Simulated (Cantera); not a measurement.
Mixture: 5.46 % CH4, 3.61 % H2, 16.8 % O2, 73.8 % N2, 0.399 % CO2, equivalence ratio 0.76, at 0.987 atm, adiabatic and at constant pressure. Ignition delay is the time to a rise of 400 K.

Model: GRI-Mech 3.0 (53 species, 325 reactions), integrated in Cantera. Where the delays flatten at high temperature, the 400 K rule measures the pace of heat release, not the induction time.

Task: Predict: delay at 1298 K; delay at 1398 K; delay at 1498 K; delay at 1598 K; delay at 1698 K; apparent activation energy between 1648 and 1748 K.

Result: 
- delay at 1298 K: 0.723 ms
- delay at 1398 K: 0.357 ms
- delay at 1498 K: 0.195 ms
- delay at 1598 K: 0.116 ms
- delay at 1698 K: 72.8 µs
- apparent activation energy between 1648 and 1748 K: 110 kJ/mol
